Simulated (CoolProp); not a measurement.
Saturation properties of C3F8 (R218) (Tc = 71.9 °C, pc = 26.40 bar, ω = 0.317).

The numbers come from the reference Helmholtz-energy equation of state, Lemmon 2006 in CoolProp. It is a short technical equation, of lower accuracy than the large ones.

```csv
T (°C),p (bar),vapour density (kg/m³),enthalpy of vaporisation (kJ/kg),liquid cp (kJ/(kg K)),surface tension (mN/m),liquid viscosity (µPa s)
-9.85,2.970,28.66,[?],1.043,7.41,284
-5.95,3.400,32.73,92.60,1.054,6.98,268
-2.15,3.863,37.12,90.84,1.066,6.57,253
1.75,4.386,42.13,88.96,1.078,6.15,239
5.65,4.959,47.68,[?],1.092,5.73,225
9.45,5.571,53.68,85.04,1.106,5.33,212
13.35,[?],60.49,82.93,[?],4.93,200
17.15,6.980,67.86,[?],1.137,4.54,189
21.05,7.788,76.25,78.47,1.155,4.15,178
24.85,8.640,85.34,76.11,1.175,3.77,167
28.75,9.585,95.75,73.54,1.197,3.39,157
32.55,10.58,107.1,70.90,1.222,3.03,148
```

Problem. Fill in the missing entries.

Solution. 
- -9.85, enthalpy of vaporisation (kJ/kg): 94.36
- 5.65, enthalpy of vaporisation (kJ/kg): 87.02
- 13.35, p (bar): 6.255
- 13.35, liquid cp (kJ/(kg K)): 1.121
- 17.15, enthalpy of vaporisation (kJ/kg): 80.78

It boils at -36.8 °C under 1 atm.

Viscosity comes from a separate model (Huber 2003), an estimate that may be off by 10 % or more. Surface tension comes from a separate correlation (Mulero 2012).
